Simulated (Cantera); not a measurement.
**Equilibrium for oxide etching and cleaning by halides: CaO + HBr + N2**

Input: 1 mol CaO, 8.3 mol HBr, 0.91 mol N2, at 1175 K.

These are equilibrium values from Cantera (NASA tables, ideal gas, pure condensed phases), not measurements of a reactor. Candidate condensed phases: Br2, Ca, CaBr2, CaO, Ca(OH)2, H2O; 34 gas species. The numbers say what is thermodynamically allowed, not how fast it happens.

From 1.00 Pa to 6.80 Pa nothing is condensed. From 46.0 Pa to 1.00 bar the condensed part is CaBr2(l). The main Ca-bearing gas is CaBr2 throughout.

```json
[
 {"P (Pa)": "1", "x HBr": "0.599", "x H2O": "0.105", "x N2": "0.0957", "x CaBr2": "0.105", "x Br": "0.0630", "x H2": "0.0315", "x Br2": "3.57e-5", "x H": "6.88e-6", "n CaBr2(l)": "0"},
 {"P (Pa)": "6.80", "x HBr": "0.637", "x H2O": "0.107", "x N2": "0.0971", "x CaBr2": "0.107", "x Br": "0.0346", "x H2": "0.0174", "x Br2": "7.33e-5", "x H": "1.96e-6", "n CaBr2(l)": "0"},
 {"P (Pa)": "46", "x HBr": "0.675", "x H2O": "0.110", "x N2": "0.100", "x CaBr2": "0.0861", "x Br": "0.0189", "x H2": "0.00961", "x Br2": "0.000148", "x H": "5.60e-7", "n CaBr2(l)": "0.219"},
 {"P (Pa)": "320", "x HBr": "0.743", "x H2O": "0.120", "x N2": "0.109", "x CaBr2": "0.0124", "x Br": "0.0104", "x H2": "0.00552", "x Br2": "0.000313", "x H": "1.61e-7", "n CaBr2(l)": "0.897"},
 {"P (Pa)": "2200", "x HBr": "0.758", "x H2O": "0.121", "x N2": "0.110", "x CaBr2": "0.00180", "x Br": "0.00531", "x H2": "0.00322", "x Br2": "0.000559", "x H": "4.69e-8", "n CaBr2(l)": "0.985"},
 {"P (Pa)": "15000", "x HBr": "0.762", "x H2O": "0.122", "x N2": "0.111", "x CaBr2": "0.000264", "x Br": "0.00252", "x H2": "0.00212", "x Br2": "0.000859", "x H": "1.46e-8", "n CaBr2(l)": "0.998"},
 {"P (Pa)": "100000", "x HBr": "0.764", "x H2O": "0.122", "x N2": "0.111", "x CaBr2": "3.96e-5", "x Br": "0.00111", "x H2": "0.00166", "x Br2": "0.00110", "x H": "4.99e-9", "n CaBr2(l)": "1.000"}
]
```
x: gas mole fraction; n: condensed amount in mol.
